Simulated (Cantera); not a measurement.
Adiabatic ignition

An adiabatic, constant-volume homogeneous reactor starts with H2 : O2 : N2 = 1 : 0.758 : 8.33 (molar parts), at 1700 K and 390 Torr.

Cantera simulation using GRI-Mech 3.0 (53 species, 325 reactions); the numbers are that mechanism's predictions, not measurements.

```json
[
 {"t (s)": "8.00e-6", "T (K)": "1700", "P (bar)": "0.520", "x H2": "0.0991", "x O2": "0.0751", "x NO": "<1e-12", "x H": "8.25e-6", "x OH": "1.80e-6"},
 {"t (s)": "2.53e-5", "T (K)": "1705", "P (bar)": "0.521", "x H2": "0.0869", "x O2": "0.0696", "x NO": "4.10e-9", "x H": "0.00663", "x OH": "0.00150"},
 {"t (s)": "8.00e-5", "T (K)": "1836", "P (bar)": "0.558", "x H2": "0.0151", "x O2": "0.0307", "x NO": "1.40e-5", "x H": "0.0329", "x OH": "0.00991"},
 {"t (s)": "0.000253", "T (K)": "2067", "P (bar)": "0.619", "x H2": "0.0131", "x O2": "0.0284", "x NO": "5.73e-5", "x H": "0.0186", "x OH": "0.0117"},
 {"t (s)": "0.000800", "T (K)": "2329", "P (bar)": "0.686", "x H2": "0.00763", "x O2": "0.0262", "x NO": "0.000221", "x H": "0.00568", "x OH": "0.0109"},
 {"t (s)": "0.00253", "T (K)": "2450", "P (bar)": "0.717", "x H2": "0.00358", "x O2": "0.0254", "x NO": "0.000791", "x H": "0.00155", "x OH": "0.00804"},
 {"t (s)": "0.00800", "T (K)": "2452", "P (bar)": "0.717", "x H2": "0.00340", "x O2": "0.0247", "x NO": "0.00221", "x H": "0.00141", "x OH": "0.00774"},
 {"t (s)": "0.0253", "T (K)": "2446", "P (bar)": "0.715", "x H2": "0.00339", "x O2": "0.0234", "x NO": "0.00501", "x H": "0.00137", "x OH": "0.00750"},
 {"t (s)": "0.0800", "T (K)": "2442", "P (bar)": "0.714", "x H2": "0.00339", "x O2": "0.0225", "x NO": "0.00697", "x H": "0.00134", "x OH": "0.00734"},
 {"t (s)": "0.253", "T (K)": "2441", "P (bar)": "0.714", "x H2": "0.00339", "x O2": "0.0224", "x NO": "0.00709", "x H": "0.00134", "x OH": "0.00732"},
 {"t (s)": "0.800", "T (K)": "2441", "P (bar)": "0.714", "x H2": "0.00339", "x O2": "0.0224", "x NO": "0.00709", "x H": "0.00134", "x OH": "0.00732"},
 {"t (s)": "2.53", "T (K)": "2441", "P (bar)": "0.714", "x H2": "0.00339", "x O2": "0.0224", "x NO": "0.00709", "x H": "0.00134", "x OH": "0.00732"},
 {"t (s)": "8.00", "T (K)": "2441", "P (bar)": "0.714", "x H2": "0.00339", "x O2": "0.0224", "x NO": "0.00709", "x H": "0.00134", "x OH": "0.00732"}
]
```
x: mole fraction; the columns are a selection and need not sum to one.

```yaml
time_of_steepest_temperature_rise: 30.7 µs
temperature at 8.00 s: 2441 K
equilibrium_temperature: 2441 K
x(H2) at 8.00 s: 0.00339 (gas-phase equilibrium 0.00339)
x(O2) at 8.00 s: 0.0224 (gas-phase equilibrium 0.0224)
x(NO) at 8.00 s: 0.00709 (gas-phase equilibrium 0.00709)
```
